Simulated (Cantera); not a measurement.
Mixture: 6.59 % CH4, 19.6 % O2, 73.8 % N2, at 10.0 bar, adiabatic and at constant volume. Ignition delay is the time to a rise of 400 K.

Cantera simulation using GRI-Mech 3.0 (53 species, 325 reactions); the numbers are that mechanism's predictions, not measurements.

### Question
Predict: delay at 1098 K; delay at 1198 K; delay at 1298 K; delay at 1398 K; delay at 1498 K; delay at 1598 K; apparent activation energy between 1398 and 1598 K.

### Answer
```json
{
  "delay at 1098 K": "15.0 ms",
  "delay at 1198 K": "3.90 ms",
  "delay at 1298 K": "1.19 ms",
  "delay at 1398 K": "0.408 ms",
  "delay at 1498 K": "0.154 ms",
  "delay at 1598 K": "63.8 µs",
  "apparent activation energy between 1398 and 1598 K": "170 kJ/mol"
}
```
